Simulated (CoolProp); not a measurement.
Vapour-liquid equilibrium of benzene (1) + cyclohexane (2) at 1.19 MPa; x and y are mole fractions of (1).

Computed with CoolProp (multi-fluid Helmholtz-energy mixture model, Thol 2012 and Zhou 2014; pair parameters Bell 2016).

| x | bubble temperature (°C) | y at the bubble point | dew temperature at overall composition x (°C) | liquid density (mol/L) |
|---|---|---|---|---|
| 0.05 | ___ | 0.061 | 191.6 | 7.062 |
| 0.15 | 189.8 | 0.174 | 190.1 | 7.205 |
| 0.25 | 188.4 | ___ | 188.8 | 7.352 |
| 0.35 | 187.4 | ___ | 187.7 | 7.504 |
| 0.45 | 186.7 | 0.469 | 186.9 | 7.661 |
| 0.55 | 186.3 | ___ | 186.3 | ___ |
| 0.65 | 186.2 | 0.649 | 186.2 | 7.995 |
| 0.75 | 186.4 | 0.741 | 186.4 | 8.173 |
| 0.85 | 186.9 | 0.837 | 187.0 | 8.358 |
| 0.95 | 187.9 | 0.942 | 188.0 | 8.550 |

Problem. Some entries are withheld; supply them.

Solution. 
- 0.05, bubble temperature (°C): 191.4
- 0.25, y at the bubble point: 0.279
- 0.35, y at the bubble point: 0.377
- 0.55, y at the bubble point: 0.559
- 0.55, liquid density (mol/L): 7.824

y crosses x between x = 0.55 and 0.65: the model has an azeotrope there.

The pair parameters rest on a limited set of measurements; away from them the model extrapolates.
